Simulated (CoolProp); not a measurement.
Vapour-liquid equilibrium of hydrogen chloride (1) + n-butane (2) at -80.15 °C; x and y are mole fractions of (1).

Computed with CoolProp (multi-fluid Helmholtz-energy mixture model, Thol 2018 and Bücker 2006; pair parameters Bell 2016).

```json
[
 {"x": "0.05", "bubble pressure, mixture model (MPa)": "0.02333", "bubble pressure, Raoult's law (MPa)": "0.007658", "y, mixture model": "0.954", "y, Raoult's law": "0.864"},
 {"x": "0.15", "bubble pressure, mixture model (MPa)": "0.06266", "bubble pressure, Raoult's law (MPa)": "0.02077", "y, mixture model": "0.984", "y, Raoult's law": "0.955"},
 {"x": "0.25", "bubble pressure, mixture model (MPa)": "0.08997", "bubble pressure, Raoult's law (MPa)": "0.03389", "y, mixture model": "0.990", "y, Raoult's law": "0.976"},
 {"x": "0.35", "bubble pressure, mixture model (MPa)": "0.1050", "bubble pressure, Raoult's law (MPa)": "0.04700", "y, mixture model": "0.992", "y, Raoult's law": "0.985"},
 {"x": "0.45", "bubble pressure, mixture model (MPa)": "0.1112", "bubble pressure, Raoult's law (MPa)": "0.06012", "y, mixture model": "0.992", "y, Raoult's law": "0.990"},
 {"x": "0.55", "bubble pressure, mixture model (MPa)": "0.1127", "bubble pressure, Raoult's law (MPa)": "0.07324", "y, mixture model": "0.992", "y, Raoult's law": "0.993"},
 {"x": "0.65", "bubble pressure, mixture model (MPa)": "0.1130", "bubble pressure, Raoult's law (MPa)": "0.08635", "y, mixture model": "0.993", "y, Raoult's law": "0.996"},
 {"x": "0.75", "bubble pressure, mixture model (MPa)": "0.1144", "bubble pressure, Raoult's law (MPa)": "0.09947", "y, mixture model": "0.993", "y, Raoult's law": "0.997"},
 {"x": "0.85", "bubble pressure, mixture model (MPa)": "0.1185", "bubble pressure, Raoult's law (MPa)": "0.1126", "y, mixture model": "0.994", "y, Raoult's law": "0.999"},
 {"x": "0.95", "bubble pressure, mixture model (MPa)": "0.1265", "bubble pressure, Raoult's law (MPa)": "0.1257", "y, mixture model": "0.997", "y, Raoult's law": "1.000"}
]
```

The largest gap from Raoult's law is +204.6 % in bubble pressure, at x = 0.05. No azeotrope shows between x = 0.05 and 0.95.

The pair parameters rest on a limited set of measurements; away from them the model extrapolates. With so large a gap from Raoult's law the liquid may split in two, which this calculation doesn't test in full.
